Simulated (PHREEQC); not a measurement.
## Acid rinse or clean: speciation

Dissolve 0.0044 mol H2SO4, 0.0032 mol CaCl2 and 0.023 mol KCl per kg of water at 25 °C. Closed to the air; pH follows from the charge balance.

Model: ion-association model, wateq4f.dat, run in PHREEQC.

This is a speciation only: nothing precipitates in the calculation.

Predict the pH, ionic strength.

pH 2.18; ionic strength 0.0418 mol/kgw.

In which forms is S present?

SO4-2 63 %, HSO4- 24 %, CaSO4 8.4 %, KSO4- 4.8 % of the S.

Complexes and solids missing from the database can't appear.
